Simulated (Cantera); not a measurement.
Input: 1 mol SiH4, 0.27 mol NH3, 20 mol H2, equilibrated at 9.50 mbar.

Cantera equilibrium calculation (NASA polynomials, part measured and part estimated; ideal gas, pure solids and liquids). Candidate condensed phases: Si, Si3N4; 18 gas species. Mutual solubility and eutectic melting of coexisting phases are not modelled. Kinetics and transport are ignored.

log p: log10 of the partial pressure in bar; n: condensed amount in mol.

```tsv
T (K)	log p H2	log p N2	log p H	log p Si	log p SiH2	log p SiH	log p Si2N	n Si(s)	n Si3N4(s)
1025	-2.02	-10.31	-9.37	<-14	-11.74	<-14	<-14	0.797	0.0675
1100	-2.02	…	…	…	…	…	<-14	0.798	0.0675
1175	-2.02	-7.89	-7.92	-12.27	-10.17	-12.04	<-14	0.798	0.0675
1250	-2.02	-6.90	-7.33	-11.08	-9.53	-11.05	-13.85	0.798	0.0674
1325	-2.02	-6.02	-6.80	-10.03	-8.96	-10.18	-12.49	0.801	0.0664
1400	-2.02	-5.24	-6.32	-9.08	-8.45	-9.40	-11.28	0.818	0.0607
1475	-2.02	…	…	…	…	…	…	…	…
1550	-2.03	-4.24	-5.51	-7.48	-7.58	-8.07	-9.38	1.000	0
```

### Question
Complete the blanks.

### Answer

- 1475, log p N2: -4.54
- 1475, log p H: -5.90
- 1475, log p Si: -8.24
- 1475, log p SiH2: -7.99
- 1475, log p SiH: -8.70
- 1475, log p Si2N: -10.19
- 1475, n Si(s): 0.899
- 1475, n Si3N4(s): 0.0335
- 1100, log p N2: -9.02
- 1100, log p H: -8.60
- 1100, log p Si: -13.63
- 1100, log p SiH2: -10.90
- 1100, log p SiH: -13.16
